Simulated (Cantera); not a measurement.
Charge: 1 mol FeS, 0.49 mol O₂, 20 mol N₂, held at 17.0 mbar.

These are equilibrium values from Cantera (NASA tables, ideal gas, pure condensed phases), not measurements of a reactor. Candidate condensed phases: Fe, FeO, FeS, FeSO₄, FeS₂, Fe₂O₃, Fe₂(SO₄)₃, Fe₃O₄, S; 19 gas species. Metal and sulfide melt together well below either melting point, which pure phases cannot show. Mutual solubility and eutectic melting of coexisting phases are not modelled. The tables' stoichiometric FeO is somewhat more stable than real wüstite, so its field is too wide. FeO, FeS: taken at fixed stoichiometry. Gases not in the tables: S₃ to S₇. Equilibrium is a limit: real reactors are often held back by kinetics, nucleation or transport. All values below are at 925 °C.

Base state: N₂ 0.982, SO₂ 0.0128, S₂ 0.00478, SO 6.08e-5, S₂O 4.01e-5 (mole fractions); condensed: FeO(s) + FeS(s).

Task: What changes in the equilibrium state with this change: O₂ from 0.49 to 2 mol?

Result: 
```
species         before     after
-------------  -------  --------
N₂               0.982     0.941
SO₂             0.0128    0.0469
O₂               <1e-9    0.0117
S₂             0.00478     <1e-9
SO₃              <1e-9  0.000172
NO               <1e-9   4.96e-5
FeO(s), mol      0.458         0
FeS(s), mol      0.542         0
Fe₂O₃(s), mol        0     0.500
```
